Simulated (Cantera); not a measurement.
A freely propagating, adiabatic, planar premixed flame of CH₄ : H₂ : O₂ : N₂ = 1 : 0.16 : 1.6 : 6.08 (molar parts), unburnt at 348 K and 7.40 atm; mixture-averaged transport, grid criteria slope 0.08 and curve 0.16, no radiation.

Detailed kinetics in Cantera: GRI-Mech 3.0 (53 species, 325 reactions). Burning velocities carry a grid error of a few per cent, more on coarse grids.

x: mole fraction of selected species; z is measured from the peak of heat release.

| z (mm) | T (K) | u (m/s) | x CH₄ | x H₂ | x O₂ | x CH₂O | x H | x N₂O |
|---|---|---|---|---|---|---|---|---|
| -0.578 | 349 | 0.120 | 0.113 | 0.0191 | 0.181 | 1.32e-7 | <1e-8 | <1e-8 |
| -0.385 | 355 | 0.123 | 0.112 | 0.0210 | 0.180 | 2.37e-6 | <1e-8 | <1e-8 |
| -0.289 | 383 | 0.133 | 0.110 | 0.0234 | 0.178 | 1.76e-5 | <1e-8 | <1e-8 |
| -0.193 | 538 | 0.188 | 0.100 | 0.0276 | 0.166 | 0.000177 | <1e-8 | <1e-8 |
| -0.0963 | 1074 | 0.382 | 0.0656 | 0.0331 | 0.116 | 0.00112 | 1.59e-6 | … |
| -0.0482 | 1496 | 0.537 | 0.0362 | 0.0359 | 0.0702 | 0.00116 | 4.44e-5 | … |
| 0 | 1866 | 0.674 | 0.0113 | 0.0379 | 0.0259 | 0.000315 | 0.000368 | … |
| 0.0482 | 2029 | 0.733 | 0.00304 | 0.0390 | 0.00654 | 7.83e-5 | 0.000673 | … |
| 0.0963 | 2076 | 0.749 | 0.00137 | 0.0404 | 0.00179 | 2.71e-5 | 0.000595 | … |
| 0.193 | 2096 | 0.756 | 0.000681 | 0.0424 | 0.000235 | 7.39e-6 | 0.000370 | <1e-8 |
| 0.385 | 2100 | 0.757 | 0.000364 | 0.0440 | 1.45e-5 | 2.48e-6 | 0.000252 | <1e-8 |
| 0.771 | 2099 | 0.757 | 0.000146 | 0.0451 | 8.85e-7 | 8.80e-7 | 0.000232 | <1e-8 |
| 1.54 | 2098 | 0.757 | 2.47e-5 | 0.0455 | 7.56e-7 | 1.53e-7 | 0.000235 | <1e-8 |

Problem. Complete the blanks.

Solution. 
- -0.0963, x N₂O: 3.72e-8
- -0.0482, x N₂O: 7.68e-8
- 0, x N₂O: 9.28e-8
- 0.0482, x N₂O: 4.75e-8
- 0.0963, x N₂O: 2.00e-8
